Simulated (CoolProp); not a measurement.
R1336mzz(Z) along the isotherm 500 K: Z from the reference equation and from simpler models built on Tc = 444.5 K, pc = 2904 kPa, ω = 0.386; each cubic takes its own stable root.

Model: reference Helmholtz-energy equation of state, McLinden 2020, in CoolProp.

```csv
p (kPa),phase,reference
2640,gas,0.7661
5280,supercritical,0.5011
7920,supercritical,0.4611
10600,supercritical,0.5291
13200,supercritical,0.6087
15800,supercritical,0.6909
18500,supercritical,0.7765
21100,supercritical,0.8584
23800,supercritical,0.9426
26400,supercritical,1.023
29000,supercritical,1.102
```

Task: How far does each simpler model (van der Waals, Redlich-Kwong, Soave-Redlich-Kwong, Peng-Robinson) lie from the reference over these 11 states: mean and median of the absolute difference, and the worst?

Result: 
- van der Waals: mean 28.0 %, median 33.9 %, worst +37.8 % at 500 K and 29000 kPa
- Redlich-Kwong: mean 8.2 %, median 8.8 %, worst +10.4 % at 500 K and 10600 kPa
- Soave-Redlich-Kwong: mean 13.2 %, median 13.3 %, worst +20.3 % at 500 K and 7920 kPa
- Peng-Robinson: mean 4.1 %, median 3.1 %, worst +11.2 % at 500 K and 7920 kPa
